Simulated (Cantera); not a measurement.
An isothermal, constant-pressure homogeneous reactor starts with 99.4 % N2O, 0.616 % H2O, at 1150 K and 0.987 atm.

Detailed kinetics in Cantera: GRI-Mech 3.0 (53 species, 325 reactions). GRI-Mech 3.0 was tuned for natural gas; its chemistry of N2O as a main component is partial and can be far from experiment. The mechanism lacks the step 2 NO + O2 → 2 NO2, which can matter for NO2 below about 1400 K. The temperature is held fixed by assumption; the heat of reaction is taken as removed at once.

Problem. Predict: x(N2O) at 3.00 s; x(H2O) at 3.00 s; x(OH) at 3.00 s; x(NO2) at 3.00 s; x(O) at 3.00 s.

Solution. 
| Item | Result |
|---|---|
| x(N2O) at 3.00 s | 0.440 (gas-phase equilibrium 1.01e-8) |
| x(H2O) at 3.00 s | 0.00502 (gas-phase equilibrium 0.00412) |
| x(OH) at 3.00 s | 3.64e-6 (gas-phase equilibrium 3.36e-7) |
| x(NO2) at 3.00 s | 0.000476 (gas-phase equilibrium 4.15e-6) |
| x(O) at 3.00 s | 4.91e-7 (gas-phase equilibrium 4.82e-9) |
